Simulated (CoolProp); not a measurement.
Aqueous propylene glycol as a coolant, 20 % by mass, freezing at -7.2 °C, 1 atm.

Model: Melinder's fits for secondary coolants, in CoolProp.

```json
[
 {"T (°C)": "-4.7", "cp (kJ/(kg K))": "3.927", "conductivity (W/(m K))": "?", "Prandtl number": "?", "density (kg/m³)": "1021"},
 {"T (°C)": "1.2", "cp (kJ/(kg K))": "3.938", "conductivity (W/(m K))": "0.472", "Prandtl number": "34.1", "density (kg/m³)": "1020"},
 {"T (°C)": "7.1", "cp (kJ/(kg K))": "3.950", "conductivity (W/(m K))": "?", "Prandtl number": "26.5", "density (kg/m³)": "1019"},
 {"T (°C)": "12.9", "cp (kJ/(kg K))": "3.962", "conductivity (W/(m K))": "0.485", "Prandtl number": "21.1", "density (kg/m³)": "1017"},
 {"T (°C)": "18.8", "cp (kJ/(kg K))": "?", "conductivity (W/(m K))": "0.491", "Prandtl number": "?", "density (kg/m³)": "1015"},
 {"T (°C)": "24.7", "cp (kJ/(kg K))": "3.987", "conductivity (W/(m K))": "0.497", "Prandtl number": "14.1", "density (kg/m³)": "1013"},
 {"T (°C)": "30.6", "cp (kJ/(kg K))": "?", "conductivity (W/(m K))": "0.503", "Prandtl number": "11.8", "density (kg/m³)": "1011"},
 {"T (°C)": "36.4", "cp (kJ/(kg K))": "4.011", "conductivity (W/(m K))": "0.509", "Prandtl number": "10.1", "density (kg/m³)": "1008"}
]
```

Q: Fill in the missing entries.

A: 
- -4.7, conductivity (W/(m K)): 0.466
- -4.7, Prandtl number: 44.9
- 7.1, conductivity (W/(m K)): 0.479
- 18.8, cp (kJ/(kg K)): 3.974
- 18.8, Prandtl number: 17.1
- 30.6, cp (kJ/(kg K)): 3.999
